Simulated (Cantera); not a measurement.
**Premixed flame**

A freely propagating, adiabatic, planar premixed flame of 12.8 % CH₄, 18.3 % O₂, 68.8 % N₂, unburnt at 300 K and 1.48 atm; mixture-averaged transport, grid criteria slope 0.08 and curve 0.16, no radiation.

Model: GRI-Mech 3.0 (53 species, 325 reactions), integrated in Cantera. Burning velocities carry a grid error of a few per cent, more on coarse grids.

```csv
z (mm),T (K),u (m/s),x CH₄,x O₂,x C₂H₄,x NO₂,x H₂,x H
-2.43,300,0.118,0.128,0.183,1.65e-8,<1e-8,0.00190,<1e-8
-1.62,304,0.120,0.127,0.182,8.70e-7,<1e-8,0.00654,<1e-8
-1.21,325,0.129,0.125,0.180,8.41e-6,3.34e-8,0.0129,<1e-8
-0.809,470,0.189,0.114,0.168,0.000115,3.40e-7,0.0248,<1e-8
-0.405,994,0.408,0.0749,0.119,0.000935,6.02e-7,0.0398,4.27e-6
-0.202,1397,0.581,0.0422,0.0728,0.00180,1.13e-7,0.0469,7.27e-5
0,1756,0.737,0.0129,0.0265,0.00128,<1e-8,0.0522,0.000645
0.202,1911,0.804,0.00316,0.00621,0.000203,<1e-8,0.0545,0.00121
0.405,1955,0.821,0.00137,0.00154,3.49e-5,<1e-8,0.0565,0.00109
0.809,1976,0.829,0.000717,0.000178,5.28e-6,<1e-8,0.0589,0.000667
1.62,1982,0.832,0.000487,9.82e-6,1.41e-6,<1e-8,0.0608,0.000377
3.24,1983,0.832,0.000338,5.36e-7,5.99e-7,<1e-8,0.0620,0.000290
6.48,1982,0.832,0.000174,2.88e-7,1.98e-7,<1e-8,0.0630,0.000276
```
x: mole fraction of selected species; z is measured from the peak of heat release.

```json
{
 "laminar_burning_velocity": "11.7 cm/s",
 "thermal_thickness": "0.809 mm",
 "peak x(C₂H₄)": "0.00194",
 "peak x(H₂)": "0.0637",
 "peak x(H)": "0.00122",
 "grid_points": "123"
}
```
